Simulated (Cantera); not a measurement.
Predominance diagram of Mg at 1900 K against the partial pressures of O₂ and F₂ (log10, bar). Source: NASA polynomial tables (part measured, part estimated), evaluated in Cantera. Candidates: Mg(l), MgF₂(l), MgO(s). Only these pure phases compete in this equilibrium. Not in the tables: oxide halides.

```
log p(F₂) \ log p(O₂)
        columns: -16, -14.9, -13.9, -12.8, -11.7, -10.7, -9.6, -8.5, -7.5, -6.4, -5.3, -4.3, -3.2, -2.1, -1.1, 0
      1  A A A A A A A A A A A A A A A A
   -0.1  B B B B B B B B B B B B B B B B
   -1.1  B B B B B B B B B B B B B B B B
   -2.2  B B B B B B B B B B B B B B B B
   -3.3  B B B B B B B B B B B B B B B B
   -4.4  B B B B B B B B B B B B B B B B
   -5.4  B B B B B B B B B B B B B B B B
   -6.5  B B B B B B B B B B B B B B B B
   -7.6  B B B B B B B B B B B B B B B B
   -8.6  B B B B B B B B B B B B B B B B
   -9.7  B B B B B B B B B B B B B B B B
  -10.8  B B B B B B B B B B B B B B B B
  -11.9  B B B B B B B B B B B B B B B C
  -12.9  B B B B B B B B B B B B B C C C
    -14  B B B B B B B B B B B C C C C C
```

A: out of reach (another gas would pass 10 bar, or a non-metal would condense); B: MgF₂(l); C: MgO(s).
